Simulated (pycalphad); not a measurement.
All values are pycalphad results on the COST 507 light-alloy database (1999) (1 atm), not direct measurements. These are 1990s assessments: newer ones move some temperatures and phases. Amounts are mole fractions of atoms.

Problem. Give the equilibrium state of Y-0.4143Si (wt.%) at 1077 °C.

Solution. 
```
T = 1350.00 K, P = 101325 Pa, N = 1 mol of atoms
G = -89517 J/mol, H = 29187 J/mol, S = 87.93 J/(mol K)  (SER reference)
chemical potentials (J/mol): Y -87927, Si -210224
phase             fraction       x(Y)      x(Si)
HCP_A3              0.9653     1.0000   3.07e-12
SI3Y5               0.0347     0.6250     0.3750
```

Problem. Give the equilibrium state of Y-0.4143Si (wt.%) at 1377 °C.

Solution. 
```
T = 1650.00 K, P = 101325 Pa, N = 1 mol of atoms
G = -117268 J/mol, H = 44333 J/mol, S = 97.94 J/(mol K)  (SER reference)
chemical potentials (J/mol): Y -115619, Si -242515
phase             fraction       x(Y)      x(Si)
HCP_A3              0.7564     1.0000   5.76e-11
LIQUID              0.2436     0.9466     0.0534
```

Database names, with the compositions (at.%) that they take in these runs: SI3Y5: Y 62 Si 37. HCP_A3 is hcp.
